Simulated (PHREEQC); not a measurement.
A column of 0.5 m (30 cells, dispersivity 0.018 m, 300 s a shift, diffusion coefficient 3e-10 m²/s) holds 0.0024 eq of the database's cation exchanger X per kg of pore water, first in equilibrium with 0.038 mol/kgw MnCl2, 0.018 mol/kgw MgCl2 and 1e-05 mol/kgw HCl. It is flushed with 0.81 mmol/kgw ZnCl2, 0.088 mmol/kgw PbCl2 and 0.01 mmol/kgw HCl, at 40 °C. Values are for the last cell. The system is closed to CO2. Nothing may precipitate in this run.

Equilibrium calculation in PHREEQC: ion-association model, phreeqc.dat.

Predict Zn in solution (mol/kgw), Pb in solution (mol/kgw), Mn in solution (mol/kgw) at pore volumes = 0.35, 1.35, 3.183, 3.35, 3.683.


```csv
pore volumes,Zn in solution (mol/kgw),Pb in solution (mol/kgw),Mn in solution (mol/kgw)
0.35,7.69e-9,9.39e-10,0.0380
1.35,0.000194,1.27e-5,0.00432
3.183,0.000749,4.69e-5,4.38e-5
3.35,0.000779,5.42e-5,2.60e-5
3.683,0.000807,6.59e-5,8.88e-6
```

Away from 25 °C the constants follow the database's enthalpies or fits; those with neither stay at their 25 °C values.
